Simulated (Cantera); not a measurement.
Input (Python, Cantera) and output of one run.

```python
import numpy as np
import cantera as ct

gas_names = """
    B BH BH2 BH3 BO BO2 B2 B2O B2O2 B2O3 B3O3H3 H HBO HBO2 HO2 H2 H2O H2O2 H3B3O6 O OH O2 O3
""".split()
cond_names = """
    B(b) B(L) B2O3(L) B3O3H3(cr) H2O(s) H2O(L)
""".split()


# ... load() reads the species with a 1 bar reference pressure and builds the phases ...
atoms = {
    'B': {'B': 1},
    'H2O': {'H': 2, 'O': 1},
}
top_T = {}  # K; cautious upper limits of use, not melting points


# ... equilibrate(T, P, feed) seeds the gas with the atoms and calls Mixture.equilibrate('TP', solver="vcs", rtol=1e-11, max_steps=5000) ...
results = []
feed = {'B': 1, 'H2O': 14}  # mol
T = 2148.15  # K
P = 56  # Pa
mix = equilibrate(T, P, feed)
results.append((T, P, feed, dict(zip(mix.species_names, mix.species_moles))))
print(gas.report(threshold=1e-06))
for i in range(1, mix.n_phases):
    print(f"{mix.phase(i).name:16s} {mix.phase_moles(i):12.5e} mol")
```

Result:

```
       temperature   2148.2 K
          pressure   56 Pa
           density   5.1602e-05 kg/m^3
  mean mol. weight   16.458 kg/kmol
   phase of matter   gas

                          1 kg             1 kmol
                     ---------------   ---------------
          enthalpy        -5.837e+06       -9.6067e+07  J
   internal energy       -6.9223e+06       -1.1393e+08  J
           entropy             19817        3.2615e+05  J/K
    Gibbs function       -4.8407e+07       -7.9669e+08  J
 heat capacity c_p            2916.3             47998  J/K
 heat capacity c_v            2411.2             39683  J/K

                      mass frac. Y      mole frac. X     chem. pot. / RT
                     ---------------   ---------------   ---------------
                BO         0.0010733        0.00065893           -43.527
               BO2          0.010597          0.004074           -63.633
              B2O3         0.0026911        0.00063619           -107.16
                 H         0.0040911          0.066798           -14.569
               HBO         0.0001886        0.00011159           -58.096
              HBO2            0.1503          0.056456           -78.202
                H2          0.017588           0.14359           -29.139
               H2O           0.71286           0.65126           -49.245
                 O          0.012439          0.012796           -20.106
                OH          0.040314          0.039013           -34.676
                O2          0.047853          0.024613           -40.213
     [  +12 minor]         1.424e-06        5.8982e-07

B(b)              0.00000e+00 mol
B2O3(L)           0.00000e+00 mol
```

These are equilibrium values from Cantera (NASA tables, ideal gas, pure condensed phases), not measurements of a reactor.
